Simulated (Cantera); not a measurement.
**Premixed flame**

A freely propagating, adiabatic, planar premixed flame of 43.1 % H₂, 12.0 % O₂, 44.9 % N₂, equivalence ratio 1.8, unburnt at 500 K and 1.00 atm; mixture-averaged transport, grid criteria slope 0.08 and curve 0.16, no radiation.

Computed with Cantera and the H2/O2 subset of GRI-Mech 3.0, which has no nitrogen chemistry. Burning velocities carry a grid error of a few per cent, more on coarse grids.

```
z (mm)  T (K)  u (m/s)   x H₂      x O₂     x H₂O     x HO₂       x O      x OH
------  -----  -------  -----  --------  --------  --------  --------  --------
-1.23     500     6.77  0.431     0.120     <1e-8     <1e-8     <1e-8     <1e-8
-0.822    500     6.77  0.431     0.120     <1e-8     <1e-8     <1e-8     <1e-8
-0.616    500     6.77  0.431     0.120     <1e-8     <1e-8     <1e-8     <1e-8
-0.411    500     6.77  0.431     0.120   5.42e-8   1.30e-7     <1e-8     <1e-8
-0.205    521     7.02  0.428     0.120  0.000703  0.000257   8.00e-6   6.22e-5
-0.103    777     10.2  0.393     0.113    0.0220  0.000194  0.000291  0.000800
0        1209     15.4  0.290    0.0754     0.106   7.46e-5   0.00341   0.00237
0.103    1497     18.9  0.197    0.0214     0.208   2.02e-5   0.00445   0.00491
0.205    1623     20.4  0.173   0.00508     0.241   4.60e-6   0.00299   0.00570
0.411    1744     21.7  0.176   0.00151     0.250   1.33e-6   0.00220   0.00630
0.822    1868     23.0  0.184  0.000980     0.254   8.33e-7   0.00161   0.00642
1.64     1987     24.3  0.193  0.000594     0.258   5.11e-7   0.00102   0.00589
3.29     2091     25.4  0.200  0.000308     0.262   2.85e-7  0.000541   0.00482
```
x: mole fraction of selected species; z is measured from the peak of heat release.

```json
{
  "laminar_burning_velocity": "677 cm/s",
  "thermal_thickness": "0.411 mm",
  "peak x(HO₂)": "0.000348",
  "peak x(O)": "0.00483",
  "peak x(OH)": "0.00645",
  "grid_points": "130"
}
```
